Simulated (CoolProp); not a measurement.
Sulfur hexafluoride along the isotherm 63.35 °C: Z from the reference equation and from simpler models built on Tc = 45.6 °C, pc = 3.755 MPa, ω = 0.210; each cubic takes its own stable root.

Computed with CoolProp (reference Helmholtz-energy equation of state, Guder 2009).

| p (MPa) | phase | reference |
|---|---|---|
| 4.69 | supercritical | 0.4776 |
| 9.39 | supercritical | 0.4031 |
| 14.1 | supercritical | 0.5468 |
| 18.8 | supercritical | 0.6894 |
| 23.5 | supercritical | 0.8290 |
| 28.2 | supercritical | 0.9656 |
| 32.9 | supercritical | 1.100 |
| 37.5 | supercritical | 1.228 |

Task: How far does each simpler model (van der Waals, Redlich-Kwong, Soave-Redlich-Kwong) lie from the reference over these 8 states: mean and median of the absolute difference, and the worst?

Result: 
- van der Waals: mean 26.5 %, median 28.4 %, worst +28.7 % at 63.35 °C and 37.5 MPa
- Redlich-Kwong: mean 2.9 %, median 2.2 %, worst +7.9 % at 63.35 °C and 9.39 MPa
- Soave-Redlich-Kwong: mean 3.5 %, median 2.9 %, worst +10.4 % at 63.35 °C and 9.39 MPa
